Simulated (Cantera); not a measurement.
**Gas-phase reforming**

An isothermal, constant-pressure homogeneous reactor starts with CH4 : H2O : H2 = 1 : 1.2 : 0.33 (molar parts), at 1475 K and 0.286 atm.

Detailed kinetics in Cantera: GRI-Mech 3.0 (53 species, 325 reactions).

| t (s) | x CH4 | x H2O | x H2 | x O | x CH3 | x C2H4 |
|---|---|---|---|---|---|---|
| 0.000600 | 0.395 | 0.474 | 0.130 | <1e-12 | 7.41e-5 | 1.11e-6 |
| 0.00118 | 0.395 | 0.474 | 0.131 | 2.01e-12 | 0.000108 | 6.08e-6 |
| 0.00232 | 0.395 | 0.474 | 0.131 | 3.10e-12 | 0.000135 | 2.56e-5 |
| 0.00456 | 0.394 | 0.474 | 0.131 | 4.60e-12 | 0.000164 | 9.48e-5 |
| 0.00896 | 0.393 | 0.474 | 0.132 | 6.57e-12 | 0.000196 | 0.000325 |
| 0.0176 | 0.391 | 0.474 | 0.133 | 8.07e-12 | 0.000217 | 0.000926 |
| 0.0346 | 0.387 | 0.472 | 0.137 | 8.31e-12 | 0.000221 | 0.00193 |
| 0.0681 | 0.378 | 0.470 | 0.146 | 7.85e-12 | 0.000215 | 0.00287 |
| 0.134 | 0.361 | 0.464 | 0.162 | 6.97e-12 | 0.000203 | 0.00315 |
| 0.263 | 0.332 | 0.454 | 0.191 | 5.77e-12 | 0.000184 | 0.00292 |
| 0.517 | 0.288 | 0.438 | 0.235 | 4.49e-12 | 0.000158 | 0.00272 |
| 1.02 | 0.228 | 0.415 | 0.296 | 3.41e-12 | 0.000126 | 0.00289 |
| 2.00 | 0.161 | 0.387 | 0.365 | 2.72e-12 | 9.21e-5 | 0.00354 |
x: mole fraction; the columns are a selection and need not sum to one.

Equilibrium at this temperature and pressure: CH4 1.09e-6, H2O 0.0395, H2 0.740, O <1e-12, CH3 6.21e-10, C2H4 2.20e-12 (gas phase only).
